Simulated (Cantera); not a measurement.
Adiabatic ignition

An adiabatic, constant-volume homogeneous reactor starts with CO : H₂ : CH₄ : O₂ : N₂ : H₂O = 1 : 0.68 : 0.29 : 1.56 : 18.7 : 3.1 (molar parts), at 1475 K and 0.620 bar.

Computed with Cantera and GRI-Mech 3.0 (53 species, 325 reactions).

| t (s) | T (K) | P (bar) | x CO | x H₂ | x CH₄ | x C₂H₂ | x CH₂O | x HO₂ |
|---|---|---|---|---|---|---|---|---|
| 3.00e-6 | 1475 | 0.620 | 0.0395 | 0.0268 | 0.0114 | <1e-12 | 2.11e-11 | 2.00e-8 |
| 8.23e-6 | 1475 | 0.620 | 0.0395 | 0.0268 | 0.0114 | <1e-12 | 2.69e-10 | 5.45e-8 |
| 2.26e-5 | 1475 | 0.620 | 0.0395 | 0.0268 | 0.0114 | <1e-12 | 4.80e-9 | 1.52e-7 |
| 6.20e-5 | 1475 | 0.620 | 0.0395 | 0.0268 | 0.0114 | <1e-12 | 1.93e-7 | 7.12e-7 |
| 0.000170 | 1515 | 0.637 | 0.0404 | 0.0255 | 0.00799 | 4.64e-6 | 0.000361 | 5.35e-5 |
| 0.000468 | 2006 | 0.833 | 0.0141 | 0.0122 | <1e-12 | <1e-12 | 4.99e-11 | 3.56e-6 |
| 0.00128 | 2183 | 0.896 | 0.00852 | 0.00608 | <1e-12 | <1e-12 | 1.70e-11 | 1.42e-6 |
| 0.00352 | 2250 | 0.920 | 0.00538 | 0.00358 | <1e-12 | <1e-12 | 6.97e-12 | 9.03e-7 |
| 0.00967 | 2260 | 0.924 | 0.00484 | 0.00320 | <1e-12 | <1e-12 | 5.74e-12 | 8.38e-7 |
| 0.0265 | 2259 | 0.923 | 0.00485 | 0.00320 | <1e-12 | <1e-12 | 5.75e-12 | 8.27e-7 |
| 0.0729 | 2257 | 0.922 | 0.00487 | 0.00322 | <1e-12 | <1e-12 | 5.81e-12 | 8.01e-7 |
| 0.200 | 2255 | 0.921 | 0.00491 | 0.00326 | <1e-12 | <1e-12 | 5.92e-12 | 7.62e-7 |
x: mole fraction; the columns are a selection and need not sum to one.

```
Item                                                                Result
---------------------------------  ---------------------------------------
time of steepest temperature rise                                 0.202 ms
temperature at 0.200 s                                              2255 K
equilibrium temperature                                             2253 K
x(CO) at 0.200 s                   0.00491 (gas-phase equilibrium 0.00493)
x(H₂) at 0.200 s                   0.00326 (gas-phase equilibrium 0.00328)
x(CH₄) at 0.200 s                    <1e-12 (gas-phase equilibrium <1e-12)
```
